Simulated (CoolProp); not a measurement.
A simple Rankine cycle with tetrahydrofuran: condensing at 292.15 K, boiler at 0.731 MPa, turbine inlet 421 K, turbine efficiency 0.85, pump efficiency 0.6, no recuperator. Each further row changes one setting.

The numbers come from the reference Helmholtz-energy equation of state, Fiedler 2023 in CoolProp.

```tsv
case	thermal efficiency (%)	net work (kJ/kg)	heat in (kJ/kg)	turbine exit temperature (K)	volume ratio over the turbine
as stated	21.0	126	600	314.5	37.1
turbine inlet 441 K	21.2	134	634	336.1	37.2
condensing temperature 284.15 K	22.2	136	613	304.7	52.7
boiler pressure 0.512 MPa	19.5	118	606	326.4	25.9
turbine efficiency 0.75	18.5	111	600	327.4	38.7
```
